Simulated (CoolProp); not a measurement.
Vapour-liquid equilibrium of R22 (1) + C3F8 (R218) (2) at 0.0768 MPa; x and y are mole fractions of (1).

The numbers come from the multi-fluid Helmholtz-energy mixture model, Kamei 1995 and Lemmon 2006; pair parameters Bell 2016 in CoolProp.

| x | bubble temperature, mixture model (K) | bubble temperature, Raoult's law (K) | y, mixture model | y, Raoult's law |
|---|---|---|---|---|
| 0.05 | 227.6 | 230.2 | 0.166 | 0.060 |
| 0.125 | 224.6 | 229.9 | 0.328 | 0.147 |
| 0.2 | 222.7 | 229.6 | 0.427 | 0.231 |
| 0.275 | 221.5 | 229.3 | 0.490 | 0.314 |
| 0.35 | 220.8 | 229.0 | 0.530 | 0.394 |
| 0.425 | 220.5 | 228.7 | 0.557 | 0.471 |
| 0.5 | 220.3 | 228.4 | 0.576 | 0.547 |
| 0.575 | 220.3 | 228.1 | 0.590 | 0.620 |
| 0.65 | 220.3 | 227.8 | 0.603 | 0.691 |
| 0.725 | 220.4 | 227.6 | 0.621 | 0.761 |
| 0.8 | 220.7 | 227.3 | 0.650 | 0.828 |
| 0.875 | 221.6 | 227.0 | 0.707 | 0.894 |
| 0.95 | 223.7 | 226.8 | 0.829 | 0.958 |

The largest gap from Raoult's law is -8.2 K in bubble temperature, at x = 0.425. y crosses x between x = 0.575 and 0.65: the model has an azeotrope there.

The pair parameters rest on a limited set of measurements; away from them the model extrapolates.
